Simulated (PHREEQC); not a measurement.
Model water analysis in mg/kgw, 71 °C, pH 8.38, pe 9.7: Na 11.9; K 37.5; Ca 3.81; Mg 5.19; Cl 17.4; S(6) as SO4 23.7; Alkalinity as HCO3 69.5; Pb 0.0589.

Valence states are taken as typed.

Equilibrium calculation in PHREEQC: ion-association model, phreeqc.dat.

This is a speciation only: nothing precipitates in the calculation.

Estimate the specific conductance, charge-balance error.

specific conductance 542 µS/cm; charge-balance error -0.7 %.

In which forms is Ca present?

Ca+2 88 %, CaCO3 7.6 %, CaSO4 2.9 %, CaHCO3+ 1.3 % of the Ca.

Saturation is exceeded, for instance for Pb(OH)2; the values hold only as long as no solid forms. Complexes and solids missing from the database can't appear. Away from 25 °C the constants follow the database's enthalpies or fits; those with neither stay at their 25 °C values.
